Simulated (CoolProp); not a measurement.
R1224YDZ at several states: density (kg/m³) from the reference equation and from simpler models built on Tc = 428.7 K, pc = 33.34 bar, ω = 0.325; each cubic takes its own stable root.

Values from CoolProp's reference Helmholtz-energy equation of state, Akasaka 2023.

```csv
T (K),p (bar),phase,reference
328.5,93.5,liquid,1314
405.9,0.268,gas,1.183
449.7,6.29,gas,26.49
183.2,42,liquid,1650
200.5,9.34,liquid,1605
310.2,13.2,liquid,1331
```

Problem. How far does each simpler model (van der Waals, Redlich-Kwong, Peng-Robinson) lie from the reference over these 6 states: mean and median of the absolute difference, and the worst?

Solution. 
- van der Waals: mean 27.2 %, median 39.2 %, worst -42.1 % at 200.5 K and 9.34 bar
- Redlich-Kwong: mean 9.4 %, median 13.4 %, worst -15.2 % at 310.2 K and 13.2 bar
- Peng-Robinson: mean 1.1 %, median 1.1 %, worst +2.0 % at 328.5 K and 93.5 bar
